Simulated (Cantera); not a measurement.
Input: 1 mol Si2H6, 0.037 mol Cl2, 110 mol N2, held at 1573 K and 0.133 bar.

Equilibrium computed with Cantera from the NASA thermochemical tables; the gas is ideal and each condensed phase is pure. Candidate condensed phases: NH4Cl, Si, Si3N4; 28 gas species. The feed counts by its element totals alone. Kinetics and transport are ignored.

**Question.** What is the equilibrium state?

**Answer.** 
| Quantity | Result |
|---|---|
| x(N2) | 0.973 |
| x(H2) | 0.0265 |
| x(HCl) | 0.000661 |
| x(H) | 1.81e-5 |
| n(Si3N4(s)) | 0.667 mol |
| gas amount | 111.7 mol |
| log10 activity of Si(s) (absent) | -1.90 |
